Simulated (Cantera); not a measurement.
Feed: 1 mol MgCO3, 0.21 mol H2S, 2.8 mol H2O, equilibrated at 725 °C and 1 atm.

Method: chemical equilibrium by Gibbs-energy minimisation in Cantera with the NASA 1993 tables (ideal gas, pure condensed phases). Candidate condensed phases: C, C6H6, C7H8, C8H18, H2O, H2SO4, Mg, MgCO3, MgO, Mg(OH)2, MgS, MgSO4, S; 130 gas species. Gases not in the tables: S3 to S7. The numbers say what is thermodynamically allowed, not how fast it happens.

Base state: H2O 0.693, CO2 0.246, H2S 0.0462, H2 0.00834, SO2 0.00239, CO 0.00205, S2 0.00158, COS 0.000358 (mole fractions); condensed: MgO(s).

Problem. What changes in the equilibrium state with this change: H2O from 2.8 to 0.14 mol?

Solution. 
| species | before | after |
|---|---|---|
| CO2 | 0.246 | 0.694 |
| H2O | 0.693 | 0.137 |
| H2S | 0.0462 | 0.112 |
| COS | 0.000358 | 0.0123 |
| CO | 0.00205 | 0.0234 |
| S2 | 0.00158 | 0.0143 |
| CS2 | 1.25e-7 | 5.24e-5 |
| SO2 | 0.00239 | 0.000437 |
| MgO(s), mol | 1.00 | 1.00 |
